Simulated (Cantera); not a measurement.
An isothermal, constant-pressure homogeneous reactor starts with NO : N2 = 1.8 : 0.27 (molar parts), at 1550 K and 21000 Pa.

Computed with Cantera and GRI-Mech 3.0 (53 species, 325 reactions).

Predict: x(NO) at 10.0 s; x(N2) at 10.0 s; x(O) at 10.0 s; x(N2O) at 10.0 s; x(NO2) at 10.0 s; x(O2) at 10.0 s.


| Quantity | Result |
|---|---|
| x(NO) at 10.0 s | 0.818 (gas-phase equilibrium 0.00189) |
| x(N2) at 10.0 s | 0.156 (gas-phase equilibrium 0.564) |
| x(O) at 10.0 s | 3.18e-6 (gas-phase equilibrium 1.13e-5) |
| x(N2O) at 10.0 s | 0.000221 (gas-phase equilibrium 4.44e-8) |
| x(NO2) at 10.0 s | 0.000626 (gas-phase equilibrium 5.75e-6) |
| x(O2) at 10.0 s | 0.0254 (gas-phase equilibrium 0.434) |
